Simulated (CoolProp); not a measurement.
Ethanol along the isotherm 270.85 °C: fugacity coefficient from the reference equation and from simpler models built on Tc = 241.6 °C, pc = 62.68 bar, ω = 0.644; each cubic takes its own stable root.

Values from CoolProp's reference Helmholtz-energy equation of state, Schroeder 2014.

```csv
p (bar),phase,reference,van der Waals,Soave-Redlich-Kwong
11.2,gas,0.9596,0.9539,0.9522
22.4,gas,0.9194,0.9080,0.9054
33.6,gas,0.8792,0.8623,0.8595
44.8,gas,0.8387,0.8163,0.8145
56,gas,0.7977,0.7697,0.7702
67.2,supercritical,0.7555,0.7213,0.7263
78.3,supercritical,0.7115,0.6688,0.6832
89.5,supercritical,0.6642,0.6164,0.6404
101,supercritical,0.6153,0.5723,0.5994
112,supercritical,0.5734,0.5380,0.5649
123,supercritical,0.5376,0.5098,0.5352
134,supercritical,0.5070,0.4863,0.5098
146,supercritical,0.4787,0.4649,0.4860
157,supercritical,0.4563,0.4484,0.4674
```
